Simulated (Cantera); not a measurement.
## Si + N2O + H2 (thermal oxidation and active oxidation of silicon)

Charge: 1 mol Si, a varied amount of N2O, 41 mol H2, equilibrated at 1948 K and 7000 Pa.

Method: chemical equilibrium by Gibbs-energy minimisation in Cantera with the NASA 1993 tables (ideal gas, pure condensed phases). Candidate condensed phases: H2O, Si, SiO2, Si2N2O, Si3N4; 35 gas species. Gases not in the tables: Si2H6 and higher silanes. Rates play no part.

```json
[
 {"n(N2O) (mol)": "0.18", "log p H2": "-1.16", "log p N2": "-3.52", "log p SiO": "-3.52", "log p H2O": "-7.78", "log p H": "-3.53", "log p Si": "-4.63", "n Si(l)": "0.800"},
 {"n(N2O) (mol)": "0.22", "log p H2": "-1.16", "log p N2": "-3.43", "log p SiO": "-3.43", "log p H2O": "-7.69", "log p H": "-3.53", "log p Si": "-4.63", "n Si(l)": "0.760"},
 {"n(N2O) (mol)": "0.28", "log p H2": "-1.16", "log p N2": "-3.33", "log p SiO": "-3.33", "log p H2O": "-7.59", "log p H": "-3.53", "log p Si": "-4.63", "n Si(l)": "0.700"},
 {"n(N2O) (mol)": "0.35", "log p H2": "-1.16", "log p N2": "-3.23", "log p SiO": "-3.23", "log p H2O": "-7.50", "log p H": "-3.53", "log p Si": "-4.63", "n Si(l)": "0.629"},
 {"n(N2O) (mol)": "0.43", "log p H2": "-1.17", "log p N2": "-3.14", "log p SiO": "-3.14", "log p H2O": "-7.41", "log p H": "-3.53", "log p Si": "-4.63", "n Si(l)": "0.549"},
 {"n(N2O) (mol)": "0.54", "log p H2": "-1.17", "log p N2": "-3.05", "log p SiO": "-3.05", "log p H2O": "-7.32", "log p H": "-3.53", "log p Si": "-4.63", "n Si(l)": "0.439"},
 {"n(N2O) (mol)": "0.68", "log p H2": "-1.17", "log p N2": "-2.95", "log p SiO": "-2.95", "log p H2O": "-7.22", "log p H": "-3.53", "log p Si": "-4.63", "n Si(l)": "0.299"},
 {"n(N2O) (mol)": "0.84", "log p H2": "-1.17", "log p N2": "-2.86", "log p SiO": "-2.86", "log p H2O": "-7.14", "log p H": "-3.53", "log p Si": "-4.63", "n Si(l)": "0.139"},
 {"n(N2O) (mol)": "1.1", "log p H2": "-1.18", "log p N2": "-2.75", "log p SiO": "-2.79", "log p H2O": "-3.79", "log p H": "-3.54", "log p Si": "-7.91", "n Si(l)": "0"},
 {"n(N2O) (mol)": "1.3", "log p H2": "-1.18", "log p N2": "-2.68", "log p SiO": "-2.79", "log p H2O": "-3.32", "log p H": "-3.54", "log p Si": "-8.40", "n Si(l)": "0"},
 {"n(N2O) (mol)": "1.6", "log p H2": "-1.19", "log p N2": "-2.59", "log p SiO": "-2.80", "log p H2O": "-3.02", "log p H": "-3.54", "log p Si": "-8.70", "n Si(l)": "0"}
]
```
log p: log10 of the partial pressure in bar; n: condensed amount in mol.

From 0.18 mol N2O to 0.84 mol N2O the condensed part is Si(l). From 1.1 mol N2O to 1.6 mol N2O nothing is condensed. The main Si-bearing gas is SiO throughout.
